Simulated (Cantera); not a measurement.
Charge: 1 mol B2H6, 0.098 mol H2O, at 87.0 mbar.

Cantera equilibrium calculation (NASA polynomials, part measured and part estimated; ideal gas, pure solids and liquids). Candidate condensed phases: B, B2O3, B3O3H3, H2O; 23 gas species. The feed counts by its element totals alone. The tables' values for BH2 are old estimates; treat these amounts as uncertain. Kinetics and transport are ignored.

Q: At 1700 °C, list the 4 most abundant gas species with their mole fractions, and the condensed phases.

A: H2 0.966, HBO 0.0253, H 0.00450, B2O2 0.00188. Condensed: B(s).
